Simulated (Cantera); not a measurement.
**Pyrogenic steam for wet oxidation**

An isothermal, constant-pressure homogeneous reactor starts with 49.4 % H2, 30.9 % O2, 19.8 % N2, at 1225 K and 13300 Pa.

Cantera simulation using GRI-Mech 3.0 (53 species, 325 reactions); the numbers are that mechanism's predictions, not measurements. The temperature is held fixed by assumption; the heat of reaction is taken as removed at once.

```json
[
 {"t (s)": "0.000500", "x H2": "0.0304", "x O2": "0.0957", "x H": "0.0336", "x O": "0.00847", "x HO2": "3.66e-5"},
 {"t (s)": "0.00158", "x H2": "0.00362", "x O2": "0.0829", "x H": "0.000952", "x O": "0.000706", "x HO2": "2.42e-5"},
 {"t (s)": "0.00500", "x H2": "0.000304", "x O2": "0.0819", "x H": "2.15e-5", "x O": "5.42e-5", "x HO2": "5.66e-6"},
 {"t (s)": "0.0158", "x H2": "3.15e-5", "x O2": "0.0819", "x H": "8.52e-7", "x O": "6.55e-6", "x HO2": "8.07e-7"},
 {"t (s)": "0.0500", "x H2": "5.02e-6", "x O2": "0.0819", "x H": "6.48e-8", "x O": "1.24e-6", "x HO2": "1.51e-7"},
 {"t (s)": "0.158", "x H2": "1.16e-6", "x O2": "0.0820", "x H": "7.90e-9", "x O": "3.12e-7", "x HO2": "3.95e-8"},
 {"t (s)": "0.500", "x H2": "3.44e-7", "x O2": "0.0820", "x H": "1.34e-9", "x O": "9.47e-8", "x HO2": "1.68e-8"},
 {"t (s)": "1.58", "x H2": "1.57e-7", "x O2": "0.0820", "x H": "4.06e-10", "x O": "4.06e-8", "x HO2": "1.35e-8"},
 {"t (s)": "5.00", "x H2": "1.34e-7", "x O2": "0.0820", "x H": "3.15e-10", "x O": "3.33e-8", "x HO2": "1.35e-8"},
 {"t (s)": "15.8", "x H2": "1.34e-7", "x O2": "0.0820", "x H": "3.14e-10", "x O": "3.32e-8", "x HO2": "1.35e-8"},
 {"t (s)": "50.0", "x H2": "1.34e-7", "x O2": "0.0820", "x H": "3.14e-10", "x O": "3.32e-8", "x HO2": "1.35e-8"}
]
```
x: mole fraction; the columns are a selection and need not sum to one.

Equilibrium at this temperature and pressure: H2 1.34e-7, O2 0.0819, H 3.14e-10, O 3.32e-8, HO2 1.34e-8 (gas phase only).
